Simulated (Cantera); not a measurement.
Reactions in the system H-O-V

Standard-state values (1 bar) from the NASA 1993 polynomials, evaluated with Cantera. Values are per mole of reaction as written; species without (g) are pure solids or liquids, kept so even where they would boil at 1 bar.

H₂O(g) + 2 VO₂(g) ⇌ H₂O₂(g) + V₂O₃

```
T (K)  ΔH° (kJ)  ΔS° (J/K)  ΔG° (kJ)  log10 K  condensed phases
-----  --------  ---------  --------  -------  ----------------
300      -648.0     -386.5    -532.0    92.63           V₂O₃(s)
1500     -592.8     -318.6    -114.9     4.00           V₂O₃(s)
1700     -580.0     -310.6     -52.0     1.60           V₂O₃(s)
1900     -566.0     -302.8       9.4    -0.26           V₂O₃(s)
2100     -550.7     -295.2      69.2    -1.72           V₂O₃(s)
2300     -534.1     -287.6     127.5    -2.89           V₂O₃(s)
2500     -403.3     -231.9     176.4    -3.68           V₂O₃(l)
2700     -390.6     -227.0     222.2    -4.30           V₂O₃(l)
```
